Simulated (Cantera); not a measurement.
# Iron carbonyl, mercury and lead vapours: HgO + O2 + N2

Feed: 1 mol HgO, 1.5 mol O2, a varied amount of N2, at 725 K and 0.130 bar.

Method: chemical equilibrium by Gibbs-energy minimisation in Cantera with the NASA 1993 tables (ideal gas, pure condensed phases). Candidate condensed phases: Hg, HgO; 10 gas species. Equilibrium is a limit: real reactors are often held back by kinetics, nucleation or transport.

From 0.21 mol N2 to 73 mol N2 nothing is condensed. The main Hg-bearing gas is Hg throughout.

```json
[
 {"n(N2) (mol)": "0.21", "log p N2": "-2.07", "log p O2": "-1.09", "log p Hg": "-1.39", "log p NO": "-7.51"},
 {"n(N2) (mol)": "0.4", "log p N2": "-1.82", "log p O2": "-1.12", "log p Hg": "-1.42", "log p NO": "-7.39"},
 {"n(N2) (mol)": "0.76", "log p N2": "-1.58", "log p O2": "-1.16", "log p Hg": "-1.46", "log p NO": "-7.30"},
 {"n(N2) (mol)": "1.5", "log p N2": "-1.36", "log p O2": "-1.24", "log p Hg": "-1.54", "log p NO": "-7.23"},
 {"n(N2) (mol)": "2.8", "log p N2": "-1.20", "log p O2": "-1.35", "log p Hg": "-1.65", "log p NO": "-7.20"},
 {"n(N2) (mol)": "5.4", "log p N2": "-1.08", "log p O2": "-1.51", "log p Hg": "-1.81", "log p NO": "-7.22"},
 {"n(N2) (mol)": "10", "log p N2": "-1.00", "log p O2": "-1.70", "log p Hg": "-2.00", "log p NO": "-7.27"},
 {"n(N2) (mol)": "20", "log p N2": "-0.95", "log p O2": "-1.95", "log p Hg": "-2.25", "log p NO": "-7.37"},
 {"n(N2) (mol)": "38", "log p N2": "-0.92", "log p O2": "-2.20", "log p Hg": "-2.50", "log p NO": "-7.48"},
 {"n(N2) (mol)": "73", "log p N2": "-0.90", "log p O2": "-2.47", "log p Hg": "-2.77", "log p NO": "-7.61"}
]
```
log p: log10 of the partial pressure in bar; nothing condenses.
